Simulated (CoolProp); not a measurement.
Saturation properties of C2F6 (R116) (Tc = 19.9 °C, pc = 30.48 bar, ω = 0.257).

Model: reference Helmholtz-energy equation of state, Lemmon 2006, in CoolProp. It is a short technical equation, of lower accuracy than the large ones.

```tsv
T (°C)	p (bar)	liquid density (kg/m³)	vapour density (kg/m³)	liquid viscosity (µPa s)	vapour viscosity (µPa s)	liquid conductivity (mW/(m K))
-52.45	3.356	1484	28.19	271	10.3	65.9
-46.55	4.235	1454	35.39	246	10.5	63.6
-40.65	5.278	1422	___	223	10.8	61.3
-34.75	6.500	1388	54.33	202	11.1	58.9
-28.85	7.921	1353	66.65	183	11.4	56.6
-22.95	9.561	___	81.40	165	11.8	___
-17.05	11.44	1275	___	148	___	51.7
-11.15	13.58	1231	120.7	133	12.8	49.3
-5.25	16.01	1183	___	118	13.4	46.7
0.65	18.76	1128	181.2	103	14.4	44.1
```

Problem. Complete the blanks.

Solution. 
- -40.65, vapour density (kg/m³): 44.02
- -22.95, liquid density (kg/m³): 1316
- -22.95, liquid conductivity (mW/(m K)): 54.2
- -17.05, vapour density (kg/m³): 99.15
- -17.05, vapour viscosity (µPa s): 12.2
- -5.25, vapour density (kg/m³): 147.4

It boils at -78.1 °C under 1 atm.

Viscosity comes from a separate model (Huber 2003), an estimate that may be off by 10 % or more. Thermal conductivity comes from a separate model (Huber 2003), an estimate that may be off by 10 % or more.
